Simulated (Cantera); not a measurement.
Input: 1 mol HMDSO, 1.5 mol O3, 0.89 mol H2, at 0.000440 bar.

Method: chemical equilibrium by Gibbs-energy minimisation in Cantera with the NASA 1993 tables (ideal gas, pure condensed phases). Candidate condensed phases: C, C6H6, C7H8, C8H18, H2O, Si, SiC, SiO2; 123 gas species. The feed counts by its element totals alone. Rates play no part. All values below are at 1598 K.

Base state: H2 0.641, CO 0.308, SiO 0.0487, H 0.00203, Si 1.64e-5 (mole fractions); condensed: SiC(s).

**Question.** What changes in the equilibrium state with this change: O3 from 1.5 to 0.071 mol?

**Answer.** 
```json
[
 {"species": "H2", "before": "0.641", "after": "0.888"},
 {"species": "CO", "before": "0.308", "after": "0.109"},
 {"species": "H", "before": "0.00203", "after": "0.00239"},
 {"species": "SiO", "before": "0.0487", "after": "0.000313"},
 {"species": "C2H2 (acetylene)", "before": "3.15e-7", "after": "2.39e-5"},
 {"species": "Si", "before": "1.64e-5", "after": "2.22e-6"},
 {"species": "SiC(s), mol", "before": "1.25", "after": "2.00"},
 {"species": "C(graphite), mol", "before": "0", "after": "2.79"}
]
```
